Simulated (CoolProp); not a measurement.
Vapour-liquid equilibrium of hydrogen chloride (1) + n-hexane (2) at 2.18 bar; x and y are mole fractions of (1).

Model: multi-fluid Helmholtz-energy mixture model, Thol 2018 and Thol 2019; pair parameters Bell 2016, in CoolProp.

```json
[
 {"x": "0.05", "bubble temperature (K)": "267.0", "y at the bubble point": "0.979", "dew temperature at overall composition x (K)": "366.4", "liquid density (mol/L)": "8.256"},
 {"x": "0.2", "bubble temperature (K)": "216.7", "y at the bubble point": "[?]", "dew temperature at overall composition x (K)": "359.8", "liquid density (mol/L)": "10.07"},
 {"x": "0.35", "bubble temperature (K)": "[?]", "y at the bubble point": "1.000", "dew temperature at overall composition x (K)": "[?]", "liquid density (mol/L)": "11.80"},
 {"x": "0.5", "bubble temperature (K)": "208.8", "y at the bubble point": "1.000", "dew temperature at overall composition x (K)": "343.5", "liquid density (mol/L)": "[?]"},
 {"x": "0.65", "bubble temperature (K)": "208.3", "y at the bubble point": "1.000", "dew temperature at overall composition x (K)": "[?]", "liquid density (mol/L)": "16.91"},
 {"x": "0.8", "bubble temperature (K)": "206.7", "y at the bubble point": "1.000", "dew temperature at overall composition x (K)": "316.5", "liquid density (mol/L)": "21.22"},
 {"x": "0.95", "bubble temperature (K)": "203.9", "y at the bubble point": "1.000", "dew temperature at overall composition x (K)": "[?]", "liquid density (mol/L)": "28.15"}
]
```

Task: What belongs in the gaps?

Result: 
- 0.2, y at the bubble point: 0.999
- 0.35, bubble temperature (K): 209.9
- 0.35, dew temperature at overall composition x (K): 352.3
- 0.5, liquid density (mol/L): 13.97
- 0.65, dew temperature at overall composition x (K): 332.3
- 0.95, dew temperature at overall composition x (K): 283.9

No azeotrope shows between x = 0.05 and 0.95.

Pair parameters are fitted to limited data, so mixtures are less certain than the pure fluids. With so large a gap from Raoult's law the liquid may split in two, which this calculation doesn't test in full.
